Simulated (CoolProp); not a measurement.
Fluoroethane (R161) along the isobar 0.101 MPa: density (kg/m³) from the reference equation and from simpler models built on Tc = 375.2 K, pc = 5.010 MPa, ω = 0.216; each cubic takes its own stable root.

Values from CoolProp's reference Helmholtz-energy equation of state, Wu 2012.

| T (K) | phase | reference | Redlich-Kwong | Soave-Redlich-Kwong | Peng-Robinson |
|---|---|---|---|---|---|
| 156 | liquid | 923.0 | 787.7 | 794.9 | 892.2 |
| 170.1 | liquid | 904.8 | 772.1 | 781.4 | 878.0 |
| 184.3 | liquid | 886.5 | 755.4 | 766.7 | 862.5 |
| 198.4 | liquid | 868.2 | 737.6 | 751.0 | 845.7 |
| 212.6 | liquid | 849.4 | 718.4 | 733.8 | 827.4 |
| 226.8 | liquid | 830.1 | 2.649 | 715.1 | 807.3 |
| 240.9 | gas | 2.502 | 2.483 | 2.488 | 2.491 |
| 255.1 | gas | 2.350 | 2.336 | 2.340 | 2.343 |
| 269.2 | gas | 2.217 | 2.207 | 2.211 | 2.213 |
| 283.4 | gas | 2.099 | 2.092 | 2.094 | 2.096 |
| 297.5 | gas | 1.993 | 1.989 | 1.991 | 1.993 |
| 311.7 | gas | 1.898 | 1.895 | 1.896 | 1.898 |
| 325.8 | gas | 1.813 | 1.811 | 1.811 | 1.813 |
| 340 | gas | 1.734 | 1.733 | 1.733 | 1.735 |
| 354.1 | gas | 1.663 | 1.662 | 1.663 | 1.664 |

At some of these states Redlich-Kwong gives the other phase, because its saturation line lies elsewhere.
